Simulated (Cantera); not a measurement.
Standard-state values (1 bar) from the NASA 1993 polynomials, evaluated with Cantera. Values are per mole of reaction as written; species without (g) are pure solids or liquids, kept so even where they would boil at 1 bar.

Between 300 and 898 K, where is each reaction favourable under standard conditions?
- NaCl → Na(g) + Cl(g)


- NaCl → Na(g) + Cl(g): ΔG° is 566 kJ at 300 K and 422 kJ at 898 K; it stays positive (K < 1). ΔH° is 632 kJ and ΔS° 234 J/K at 898 K.
